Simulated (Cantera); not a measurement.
Input (Python, Cantera):

```python
import numpy as np
import cantera as ct

gas = ct.Solution("gri30.yaml")


def delay(T, t_max=10):
    gas.TPX = T, 101325, {'CO': 1, 'H2': 0.82, 'CH4': 0.42, 'O2': 2.57, 'N2': 9.68}
    reactor = ct.IdealGasConstPressureReactor(gas, clone=False)
    net = ct.ReactorNet([reactor])
    net.rtol, net.atol = 1e-8, 1e-16
    while net.time < t_max:
        t_old, T_old = net.time, reactor.T
        net.step()
        if reactor.T > T + 400:  # ignition: a rise of 400 K
            return t_old + (T + 400 - T_old) / (reactor.T - T_old) * (net.time - t_old)
    return np.nan


taus = []
for T in [1425, 1500, 1575, 1650, 1725]:
    taus.append(delay(T))
    print(f"T0 = {T:6g} K   tau = {taus[-1]:.4e} s")

# d ln(tau) / d ln(k), from doubling and halving each rate constant
T, sens = 1500, []
for i in range(gas.n_reactions):
    gas.set_multiplier(2.0, i)
    up = delay(T)
    gas.set_multiplier(0.5, i)
    down = delay(T)
    gas.set_multiplier(1.0, i)
    sens.append((np.log(up / down) / np.log(4.0), gas.reaction(i).equation))
sens.sort(key=lambda x: -abs(x[0]))
print(f"sensitivities at {T} K")
for s, eq in sens[:10]:
    print(f"{s:8.3f}  {eq}")
```

Result:

```
T0 =   1425 K   tau = 6.1571e-05 s
T0 =   1500 K   tau = 4.5684e-05 s
T0 =   1575 K   tau = 3.5286e-05 s
T0 =   1650 K   tau = 2.8278e-05 s
T0 =   1725 K   tau = 2.4173e-05 s
sensitivities at 1500 K
  -0.987  H + O2 <=> O + OH
  -0.343  H2 + OH <=> H + H2O
   0.338  CH4 + H <=> CH3 + H2
   0.287  CH4 + OH <=> CH3 + H2O
  -0.273  H2 + O <=> H + OH
   0.068  CH4 + O <=> CH3 + OH
  -0.048  CO + OH <=> CO2 + H
  -0.044  CH3 + OH <=> CH2(S) + H2O
   0.036  CH3 + H (+M) <=> CH4 (+M)
   0.032  CH3 + O <=> CH2O + H
```

Cantera simulation using GRI-Mech 3.0 (53 species, 325 reactions); the numbers are that mechanism's predictions, not measurements. Where the delays flatten at high temperature, the 400 K rule measures the pace of heat release, not the induction time.
